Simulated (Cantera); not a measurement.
A Cantera script and its output.

```python
import numpy as np
import cantera as ct

gas = ct.Solution("h2o2.yaml")
gas.TPX = 1023, 290, {'H2': 0.44, 'O2': 1, 'N2': 0.2}
inlet = ct.Reservoir(gas, clone=True)

reactor = ct.IdealGasConstPressureReactor(gas, energy="off", clone=False)
exhaust = ct.Reservoir(gas, clone=True)
tau = [2.3, 1.1, 0.48, 0.22, 0.1, 0.046, 0.021, 0.0096, 0.0044, 0.002][0]
for a, b in ((inlet, reactor), (reactor, exhaust)):
    ct.MassFlowController(a, b, mdot=lambda t: reactor.mass / tau)
net = ct.ReactorNet([reactor])
show = ['H2', 'O2', 'H', 'H2O2', 'HO2', 'OH', 'O']

rows = []
print(f"{'tau/s':>10s}{'T/K':>9s}" + "".join(f"{s:>11s}" for s in show))
for tau in [2.3, 1.1, 0.48, 0.22, 0.1, 0.046, 0.021, 0.0096, 0.0044, 0.002]:
    net.initial_time = 0.0
    net.advance(30 * tau)
    before = gas.X
    net.advance(40 * tau)
    drift = np.max(np.abs(gas.X - before) / (gas.X + 1e-9))
    rows.append([gas.T, *gas[show].X, drift])
    print(f"{tau:10.3e}{gas.T:9.1f}" + "".join(f"{x:11.3e}" for x in gas[show].X))
```

Output:

```
     tau/s      T/K         H2         O2          H       H2O2        HO2         OH          O
 2.300e+00   1023.0  2.866e-03  5.437e-01  4.844e-03  1.259e-07  3.047e-06  2.094e-03  5.990e-03
 1.100e+00   1023.0  4.480e-03  5.404e-01  9.784e-03  1.159e-07  3.202e-06  2.662e-03  9.459e-03
 4.800e-01   1023.0  7.244e-03  5.343e-01  2.074e-02  1.009e-07  3.253e-06  3.427e-03  1.539e-02
 2.200e-01   1023.0  1.098e-02  5.259e-01  3.901e-02  8.529e-08  3.165e-06  4.214e-03  2.312e-02
 1.000e-01   1023.0  1.595e-02  5.159e-01  6.471e-02  7.177e-08  2.961e-06  4.967e-03  3.176e-02
 4.600e-02   1023.0  2.256e-02  5.084e-01  8.946e-02  6.478e-08  2.733e-06  5.613e-03  3.789e-02
 2.100e-02   1023.0  3.322e-02  5.071e-01  1.050e-01  6.571e-08  2.543e-06  6.226e-03  3.912e-02
 9.600e-03   1023.0  5.250e-02  5.135e-01  1.076e-01  7.274e-08  2.376e-06  6.769e-03  3.557e-02
 4.400e-03   1023.0  8.778e-02  5.288e-01  9.523e-02  7.922e-08  2.161e-06  6.885e-03  2.860e-02
 2.000e-03   1023.0  1.503e-01  5.564e-01  6.351e-02  6.908e-08  1.791e-06  5.677e-03  1.847e-02
```

Detailed kinetics in Cantera: the H2/O2 subset of GRI-Mech 3.0, which has no nitrogen chemistry. Radical loss at walls, strong at low pressure, is not modelled. The temperature is held fixed by assumption; the heat of reaction is taken as removed at once.
